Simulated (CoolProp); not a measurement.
Vapour-liquid equilibrium of R1234yf (1) + R1234ze(E) (2) at -17.05 °C; x and y are mole fractions of (1).

Model: multi-fluid Helmholtz-energy mixture model, Lemmon 2022 and Thol 2016; pair parameters Bell 2022, in CoolProp.

```csv
x,"bubble pressure, mixture model (bar)","bubble pressure, Raoult's law (bar)","y, mixture model","y, Raoult's law"
0.05,1.136,1.131,(withheld),0.075
0.2,1.234,1.220,(withheld),0.278
0.35,1.325,1.309,(withheld),0.453
0.5,1.412,1.399,(withheld),0.606
0.65,1.498,1.488,(withheld),0.741
0.8,1.582,1.577,0.854,0.860
0.95,(withheld),1.666,(withheld),0.967
```

Q: What belongs in the gaps?

A: 
- 0.05, y, mixture model: 0.078
- 0.2, y, mixture model: 0.279
- 0.35, y, mixture model: 0.449
- 0.5, y, mixture model: 0.598
- 0.65, y, mixture model: 0.731
- 0.95, bubble pressure, mixture model (bar): 1.668
- 0.95, y, mixture model: 0.965

The largest gap from Raoult's law is +1.2 % in bubble pressure, at x = 0.35. No azeotrope shows between x = 0.05 and 0.95.

The pair parameters rest on a limited set of measurements; away from them the model extrapolates.
